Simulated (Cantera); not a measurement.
A closed system holds: 1 mol CO, 0.22 mol CO2, 2.1 mol N2, 0.51 mol NH3, equilibrated at 1623 K and 2.40 Torr.

These are equilibrium values from Cantera (NASA tables, ideal gas, pure condensed phases), not measurements of a reactor. Candidate condensed phases: C, C6H6, C7H8, C8H18, H2O; 136 gas species. Kinetics and transport are ignored.

Base state: N2 0.542, CO 0.262, H2 0.144, H2O 0.0319, CO2 0.0187, H 0.000464 (mole fractions); condensed: gas only.

**Question.** What changes in the equilibrium state with this change: CO2 from 0.22 to 0.055 mol?

**Answer.** 
| species | before | after |
|---|---|---|
| N2 | 0.542 | 0.564 |
| CO | 0.262 | 0.248 |
| H2 | 0.144 | 0.174 |
| H2O | 0.0319 | 0.00902 |
| CO2 | 0.0187 | 0.00415 |
| H | 0.000464 | 0.000510 |
